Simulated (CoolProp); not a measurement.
A closed Brayton cycle with nitrogen: compressor inlet 333.15 K and 5.9 MPa, high pressure 18.9 MPa, turbine inlet 890 K, compressor efficiency 0.8, turbine efficiency 0.85, recuperator effectiveness 0.8 (on enthalpy, no pinch check). Each further row changes one setting.

Values from CoolProp's reference Helmholtz-energy equation of state, Span 2000.

```tsv
case	thermal efficiency (%)	net work (kJ/kg)	compressor to turbine work	compressor exit (K)	turbine exit (K)
as stated	(withheld)	56.3	0.76	498.8	689.1
turbine inlet 840 K	(withheld)	43.0	0.81	498.8	(withheld)
compressor inlet 343.15 K	(withheld)	(withheld)	0.78	513.6	689.1
high pressure 16.1 MPa	21.6	56.6	(withheld)	472.6	(withheld)
recuperator effectiveness 0.5	(withheld)	56.3	0.76	498.8	689.1
```

Some entries are withheld; supply them.


- as stated, thermal efficiency (%): 20.2
- turbine inlet 840 K, thermal efficiency (%): 16.8
- turbine inlet 840 K, turbine exit (K): 648.6
- compressor inlet 343.15 K, thermal efficiency (%): 18.5
- compressor inlet 343.15 K, net work (kJ/kg): 50.7
- high pressure 16.1 MPa, compressor to turbine work: 0.73
- high pressure 16.1 MPa, turbine exit (K): 713.6
- recuperator effectiveness 0.5, thermal efficiency (%): 16.5
